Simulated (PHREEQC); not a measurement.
Dissolve 0.0063 mol/kgw AlCl3, 0.019 mol/kgw NH4HCO3 and 0.044 mol/kgw NH4F at 43 °C. Closed to the air; pH follows from the charge balance.

Computed with PHREEQC (ion-association model, phreeqc.dat).

Precipitation was switched off in this run.

### Question
Order these C species by the share of C that they hold, largest first: CO2, CO3-2, HCO3-.

### Answer
HCO3- (92 %), CO2 (8.3 %), CO3-2 (0.18 %)

The pH is 7.24 and the ionic strength 0.0615 mol/kgw. Species that the database lacks are ignored. Carbamate, which ammonia and carbonate form, is missing from the database. Constants without temperature data keep their 25 °C values here. Fluoro complexes past AlF4- and FeF3 are missing from the database.
